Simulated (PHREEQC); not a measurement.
Solution (25 °C): 0.0011 mol/kgw NH4HF2, 0.031 mol/kgw (NH4)2SiF6, 0.00064 mol/kgw H3BO3 and 0.13 mol/kgw H2SO4. It is in equilibrium with CO2 at log p = 0 (atm). Otherwise closed; pH follows from the charge balance.

Computed with PHREEQC (ion-association model, phreeqc.dat).

This is a speciation only: nothing precipitates in the calculation.

Q: Order these B species by the share of B that they hold, largest first: BF3OH-, BF4-, H3BO3, BF2(OH)2-.

A: BF4- (73 %), H3BO3 (23 %), BF3OH- (2.9 %), BF2(OH)2- (0.44 %)

The pH is 0.91 and the ionic strength 0.268 mol/kgw. Examples of supersaturated solids here: Quartz (slow to form), Chalcedony (slow to form). Others may be too. Carbamate, which ammonia and carbonate form, is missing from the database. SiF6-2 is the database's only silicon fluoride. Real BF4- forms and hydrolyses slowly; the run takes it at equilibrium.
